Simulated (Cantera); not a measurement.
Feed: 1 mol H2O, 0.25 mol O2, 0.32 mol N2, held at 3325 K and 7.50 Torr.

Method: chemical equilibrium by Gibbs-energy minimisation in Cantera with the NASA 1993 tables (ideal gas, pure condensed phases). Candidate condensed phases: H2O; 24 gas species. Rates play no part.

Base state: H 0.497, O 0.360, N2 0.0855, OH 0.0200, H2 0.0163, O2 0.0135, NO 0.00569, H2O 0.00158 (mole fractions); condensed: gas only.

**Question.** What changes in the equilibrium state with this change: O2 from 0.25 to 1.3 mol?

**Answer.** 
```json
[
 {"species": "O", "before": "0.360", "after": "0.555"},
 {"species": "H", "before": "0.497", "after": "0.324"},
 {"species": "N2", "before": "0.0855", "after": "0.0539"},
 {"species": "O2", "before": "0.0135", "after": "0.0321"},
 {"species": "H2", "before": "0.0163", "after": "0.00692"},
 {"species": "OH", "before": "0.0200", "after": "0.0200"},
 {"species": "H2O", "before": "0.00158", "after": "0.00103"},
 {"species": "N", "before": "0.000270", "after": "0.000215"},
 {"species": "NO", "before": "0.00569", "after": "0.00697"}
]
```
